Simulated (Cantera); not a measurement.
What does this Cantera script print?

```python
import numpy as np
import cantera as ct

gas_names = """
    H HO2 H2 H2O H2O2 O OH O2 O3 Ti TiO TiO2
""".split()
cond_names = """
    H2O(s) H2O(L) Ti(a) Ti(b) Ti(L) TiO(a) TiO(b) TiO(L) TiO2(ru) TiO2(L) Ti2O3(a) Ti2O3(b) Ti2O3(L)
    Ti3O5(a) Ti3O5(b) Ti3O5(L) Ti4O7(s) Ti4O7(L)
""".split()


# ... load() reads the species with a 1 bar reference pressure and builds the phases ...
atoms = {
    'Ti': {'Ti': 1},
    'O2': {'O': 2},
    'H2': {'H': 2},
}
top_T = {}  # K; cautious upper limits of use, not melting points


# ... equilibrate(T, P, feed) seeds the gas with the atoms and calls Mixture.equilibrate('TP', solver="vcs", rtol=1e-11, max_steps=5000) ...
results = []
feed = {'Ti': 1, 'O2': 0.14, 'H2': 17}  # mol
T = 1273.15  # K
P = 30000  # Pa
mix = equilibrate(T, P, feed)
results.append((T, P, feed, dict(zip(mix.species_names, mix.species_moles))))
x = sorted(zip(gas.X, gas.species_names), reverse=True)
print(f"T = {T:g} K  P = {P:g} Pa  gas = {mix.phase_moles(0):.4g} mol")
print("   x: " + "  ".join(f"{s} {v:.3e}" for v, s in x if v > 0.001))
print("   condensed (mol): " + ("  ".join(f"{mix.phase(i).name} {mix.phase_moles(i):.4g}"
      for i in range(1, mix.n_phases) if mix.phase_moles(i) > 1e-12) or "none"))
```

It prints:

```
T = 1273.15 K  P = 30000 Pa  gas = 17 mol
   x: H2 1.000e+00
   condensed (mol): Ti(b) 0.72  TiO(b) 0.28
```

Equilibrium computed with Cantera from the NASA thermochemical tables; the gas is ideal and each condensed phase is pure. Mutual solubility and eutectic melting of coexisting phases are not modelled. TiO: taken at fixed stoichiometry. Condensed phases not in the tables: N, O or C dissolved in the metal.
